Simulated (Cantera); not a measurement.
An isothermal plug-flow reactor at 625 K and 1.00 bar (inlet), inlet velocity 3.4 m/s, active area per volume 290 1/m; feed H2 : O2 : N2 : H2O = 0.017 : 0.047 : 0.79 : 0.028 (molar parts), equivalence ratio 0.18.

Computed with Cantera and Deutschmann's 1995 Pt surface mechanism with GRI-Mech 3.0 gas chemistry. Catalytic surfaces can have several steady states; this one follows from the mechanism file's or the stated starting coverage. Mass transfer to the wall is taken as infinitely fast.

x: gas mole fraction; θ: surface coverage.

```json
[
 {"z (m)": "8.9e-05", "x H2": "0.0169", "x O2": "0.0522", "x H2O": "0.0342", "θ free Pt": "0.545", "θ O*": "0.419", "θ OH*": "0.0349"},
 {"z (m)": "0.00017", "x H2": "0.0152", "x O2": "0.0513", "x H2O": "0.0359", "θ free Pt": "0.497", "θ O*": "0.467", "θ OH*": "0.0352"},
 {"z (m)": "0.00033", "x H2": "0.0126", "x O2": "0.0501", "x H2O": "0.0386", "θ free Pt": "0.422", "θ O*": "0.542", "θ OH*": "0.0352"},
 {"z (m)": "0.00064", "x H2": "___", "x O2": "0.0486", "x H2O": "0.0419", "θ free Pt": "___", "θ O*": "___", "θ OH*": "0.0340"},
 {"z (m)": "0.0012", "x H2": "0.00635", "x O2": "0.0471", "x H2O": "0.0450", "θ free Pt": "0.227", "θ O*": "0.742", "θ OH*": "0.0310"},
 {"z (m)": "0.0024", "x H2": "___", "x O2": "0.0458", "x H2O": "0.0477", "θ free Pt": "___", "θ O*": "0.838", "θ OH*": "___"},
 {"z (m)": "0.0046", "x H2": "0.00208", "x O2": "0.0451", "x H2O": "0.0494", "θ free Pt": "0.0776", "θ O*": "0.902", "θ OH*": "0.0205"},
 {"z (m)": "0.0089", "x H2": "0.00111", "x O2": "0.0446", "x H2O": "0.0504", "θ free Pt": "0.0419", "θ O*": "0.943", "θ OH*": "0.0155"}
]
```

Q: Fill in the missing entries.

A: 
- 0.00064, x H2: 0.00938
- 0.00064, θ free Pt: 0.325
- 0.00064, θ O*: 0.641
- 0.0024, x H2: 0.00370
- 0.0024, θ free Pt: 0.136
- 0.0024, θ OH*: 0.0259
